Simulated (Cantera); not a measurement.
What does this Cantera script print?

```python
import numpy as np
import cantera as ct

gas_names = """
    H H2 N NH NH2 NH3 N2 N2H2 N2H4 Si SiH SiH2 SiH3 SiH4 SiN Si2 Si2N Si3
""".split()
cond_names = """
    Si(cr) Si(L) Si3N4(a)
""".split()


def load(file, names, dense=False):
    # The tables refer to 1 bar. Condensed volumes are neglected.
    table = {s.name: s for s in ct.Species.list_from_file(file)}
    out = []
    for n in names:
        d = dict(table[n].input_data)
        d["thermo"] = dict(d["thermo"], **{"reference-pressure": 1e5})
        if dense:
            d["equation-of-state"] = {"model": "constant-volume", "density": "1e6 g/cm^3"}
        out.append(ct.Species.from_dict(d))
    return out


gas = ct.Solution(thermo="ideal-gas", species=load("nasa_gas.yaml", gas_names))
cond = {s.name: ct.Solution(thermo="fixed-stoichiometry", species=[s], name=s.name)
        for s in load("nasa_condensed.yaml", cond_names, dense=True)}
atoms = {
    'SiH4': {'Si': 1, 'H': 4},
    'N2': {'N': 2},
}
top_T = {'Si3N4(a)': 2400}  # K; cautious upper limits of use, not melting points


def equilibrate(T, P, feed):
    n = {}
    for name, mol in feed.items():
        for a, k in atoms[name].items():
            n[a] = n.get(a, 0.0) + k * mol
    gas.TPX = T, P, n
    mass = sum(n.values()) * gas.mean_molecular_weight
    gas.equilibrate("TP")
    valid = [c for c in cond.values() if c.min_temp <= T <= top_T.get(c.name, c.max_temp)]
    mix = ct.Mixture([(gas, mass / gas.mean_molecular_weight)] + [(c, 0.0) for c in valid])
    mix.T, mix.P = T, P
    mix.equilibrate("TP", solver="vcs", rtol=1e-11, max_steps=5000)
    return mix


results = []
feed = {'SiH4': 1, 'N2': 0.21}  # mol
for P in [5, 17, 59, 210, 710, 2400, 8400, 29000, 100000]:
    for T in [1648, 1698, 1748, 1798, 1848, 1898, 1948, 1998, 2048, 2098]:
        mix = equilibrate(T, P, feed)
        results.append((T, P, feed, dict(zip(mix.species_names, mix.species_moles))))

for T, P, feed, n in results:
    print(f"{T:7g} {P:10.4g}  " + (" + ".join(c for c in cond_names if n.get(c, 0) > 1e-12) or "gas only"))
```

It prints:

```
   1648          5  Si(cr)
   1698          5  Si(L)
   1748          5  Si(L)
   1798          5  Si(L)
   1848          5  Si(L)
   1898          5  Si(L)
   1948          5  gas only
   1998          5  gas only
   2048          5  gas only
   2098          5  gas only
   1648         17  Si(cr)
   1698         17  Si(L)
   1748         17  Si(L)
   1798         17  Si(L)
   1848         17  Si(L)
   1898         17  Si(L)
   1948         17  Si(L)
   1998         17  Si(L)
   2048         17  gas only
   2098         17  gas only
   1648         59  Si(cr)
   1698         59  Si(L)
   1748         59  Si(L)
   1798         59  Si(L)
   1848         59  Si(L)
   1898         59  Si(L)
   1948         59  Si(L)
   1998         59  Si(L)
   2048         59  Si(L)
   2098         59  Si(L)
   1648        210  Si(cr)
   1698        210  Si(L)
   1748        210  Si(L)
   1798        210  Si(L)
   1848        210  Si(L)
   1898        210  Si(L)
   1948        210  Si(L)
   1998        210  Si(L)
   2048        210  Si(L)
   2098        210  Si(L)
   1648        710  Si(cr) + Si3N4(a)
   1698        710  Si(L)
   1748        710  Si(L)
   1798        710  Si(L)
   1848        710  Si(L)
   1898        710  Si(L)
   1948        710  Si(L)
   1998        710  Si(L)
   2048        710  Si(L)
   2098        710  Si(L)
   1648       2400  Si(cr) + Si3N4(a)
   1698       2400  Si(L) + Si3N4(a)
   1748       2400  Si(L)
   1798       2400  Si(L)
   1848       2400  Si(L)
   1898       2400  Si(L)
   1948       2400  Si(L)
   1998       2400  Si(L)
   2048       2400  Si(L)
   2098       2400  Si(L)
   1648       8400  Si(cr) + Si3N4(a)
   1698       8400  Si(L) + Si3N4(a)
   1748       8400  Si(L) + Si3N4(a)
   1798       8400  Si(L)
   1848       8400  Si(L)
   1898       8400  Si(L)
   1948       8400  Si(L)
   1998       8400  Si(L)
   2048       8400  Si(L)
   2098       8400  Si(L)
   1648    2.9e+04  Si(cr) + Si3N4(a)
   1698    2.9e+04  Si(L) + Si3N4(a)
   1748    2.9e+04  Si(L) + Si3N4(a)
   1798    2.9e+04  Si(L) + Si3N4(a)
   1848    2.9e+04  Si(L) + Si3N4(a)
   1898    2.9e+04  Si(L)
   1948    2.9e+04  Si(L)
   1998    2.9e+04  Si(L)
   2048    2.9e+04  Si(L)
   2098    2.9e+04  Si(L)
   1648      1e+05  Si(cr) + Si3N4(a)
   1698      1e+05  Si(L) + Si3N4(a)
   1748      1e+05  Si(L) + Si3N4(a)
   1798      1e+05  Si(L) + Si3N4(a)
   1848      1e+05  Si(L) + Si3N4(a)
   1898      1e+05  Si(L) + Si3N4(a)
   1948      1e+05  Si(L) + Si3N4(a)
   1998      1e+05  Si(L)
   2048      1e+05  Si(L)
   2098      1e+05  Si(L)
```

Method: chemical equilibrium by Gibbs-energy minimisation in Cantera with the NASA 1993 tables (ideal gas, pure condensed phases). Mutual solubility and eutectic melting of coexisting phases are not modelled.
